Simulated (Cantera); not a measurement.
# Equilibrium for silicon epitaxy and polysilicon growth: Si2Cl6 + Cl2 + H2

Input: 1 mol Si2Cl6, 0.27 mol Cl2, 72 mol H2, at 0.170 bar.

Cantera equilibrium calculation (NASA polynomials, part measured and part estimated; ideal gas, pure solids and liquids). Candidate condensed phases: Si; 19 gas species. The feed counts by its element totals alone. The tables' values for SiCl3 are old estimates; treat these amounts as uncertain. Kinetics and transport are ignored.

From 925 °C to 1375 °C the condensed part is Si(s). The main Si-bearing gas is SiCl4 at 925 °C and SiCl2 at 1375 °C.

```json
[
 {"T (°C)": "925", "x H2": "0.947", "x HCl": "0.0371", "x SiCl2": "0.00343", "x SiCl4": "0.00634", "x SiHCl3": "0.00435", "x SiCl3": "0.00157", "n Si(s)": "0.803"},
 {"T (°C)": "975", "x H2": "0.941", "x HCl": "0.0444", "x SiCl2": "0.00527", "x SiCl4": "0.00428", "x SiHCl3": "0.00319", "x SiCl3": "0.00177", "n Si(s)": "0.892"},
 {"T (°C)": "1025", "x H2": "0.936", "x HCl": "0.0505", "x SiCl2": "0.00725", "x SiCl4": "0.00256", "x SiHCl3": "0.00214", "x SiCl3": "0.00176", "n Si(s)": "0.955"},
 {"T (°C)": "1075", "x H2": "0.932", "x HCl": "0.0547", "x SiCl2": "0.00901", "x SiCl4": "0.00136", "x SiHCl3": "0.00132", "x SiCl3": "0.00156", "n Si(s)": "0.991"},
 {"T (°C)": "1125", "x H2": "0.930", "x HCl": "0.0572", "x SiCl2": "0.0104", "x SiCl4": "0.000676", "x SiHCl3": "0.000771", "x SiCl3": "0.00128", "n Si(s)": "1.01"},
 {"T (°C)": "1175", "x H2": "0.928", "x HCl": "0.0585", "x SiCl2": "0.0113", "x SiCl4": "0.000325", "x SiHCl3": "0.000441", "x SiCl3": "0.00100", "n Si(s)": "1.01"},
 {"T (°C)": "1225", "x H2": "0.928", "x HCl": "0.0590", "x SiCl2": "0.0120", "x SiCl4": "0.000156", "x SiHCl3": "0.000253", "x SiCl3": "0.000768", "n Si(s)": "1.000"},
 {"T (°C)": "1275", "x H2": "0.927", "x HCl": "0.0592", "x SiCl2": "0.0126", "x SiCl4": "7.71e-5", "x SiHCl3": "0.000148", "x SiCl3": "0.000588", "n Si(s)": "0.989"},
 {"T (°C)": "1325", "x H2": "0.927", "x HCl": "0.0591", "x SiCl2": "0.0130", "x SiCl4": "3.92e-5", "x SiHCl3": "8.82e-5", "x SiCl3": "0.000453", "n Si(s)": "0.977"},
 {"T (°C)": "1375", "x H2": "0.927", "x HCl": "0.0589", "x SiCl2": "0.0133", "x SiCl4": "2.06e-5", "x SiHCl3": "5.41e-5", "x SiCl3": "0.000353", "n Si(s)": "0.963"}
]
```
x: gas mole fraction; n: condensed amount in mol.
